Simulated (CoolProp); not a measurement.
Vapour-liquid equilibrium of R143a (1) + isobutene (2) at 10.2 bar; x and y are mole fractions of (1).

Computed with CoolProp (multi-fluid Helmholtz-energy mixture model, Lemmon and Jacobsen 2000 and Lemmon 2005; pair parameters Bell 2016).

Task: Give the bubble temperature and the first vapour's composition at x = 0.15, 0.55, 0.65. Is there an azeotrope?

Result: x = 0.15: 49.2 °C, y = 0.436; x = 0.55: 27.5 °C, y = 0.774; x = 0.65: 24.7 °C, y = 0.820. No azeotrope shows between x = 0.05 and 0.95.

Pair parameters are fitted to limited data, so mixtures are less certain than the pure fluids.
